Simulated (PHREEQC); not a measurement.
A solution holds 0.054 mol NiCl2, 0.007 mol NaCl and 0.00023 mol FeSO4 per kg of water, at 74 °C. Closed to the air; pH follows from the charge balance.

Equilibrium calculation in PHREEQC: ion-association model, wateq4f.dat.

**Question.** The ionic strength comes out as 0.160 mol/kgw. What activity coefficients do Na+, NaSO4-, H+, NiCl+, SO4-2 get?

**Answer.** Na+ 0.73, NaSO4- 0.74, H+ 0.79, NiCl+ 0.73, SO4-2 0.29.

This is a speciation only: nothing precipitates in the calculation. Complexes and solids missing from the database can't appear. Constants without temperature data keep their 25 °C values here.
